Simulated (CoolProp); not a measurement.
Vapour-liquid equilibrium of carbon dioxide (1) + dimethyl ether (2) at 0.532 MPa; x and y are mole fractions of (1).

Model: multi-fluid Helmholtz-energy mixture model, Span 1996 and Wu 2011; pair parameters Bell 2016, in CoolProp.

```tsv
x	bubble temperature (°C)	y at the bubble point	dew temperature at overall composition x (°C)	liquid density (mol/L)
0.05	12.2	0.262	19.8	15.07
0.125	0.4	0.529	17.3	15.92
0.2	-9.4	0.694	14.6	16.76
0.275	-17.6	0.797	11.7	17.59
0.35	-24.5	0.864	8.7	18.42
0.425	-30.4	0.908	5.4	19.27
0.5	-35.5	0.938	1.9	20.14
0.575	-39.9	0.958	-2.1	21.03
0.65	-43.7	0.973	-6.5	21.96
0.725	-47.0	0.983	-11.7	22.91
0.8	-49.9	0.990	-17.9	23.91
0.875	-52.5	0.995	-25.9	24.94
0.95	-54.6	0.998	-38.0	26.00
```

No azeotrope shows between x = 0.05 and 0.95.

The pair parameters rest on a limited set of measurements; away from them the model extrapolates.
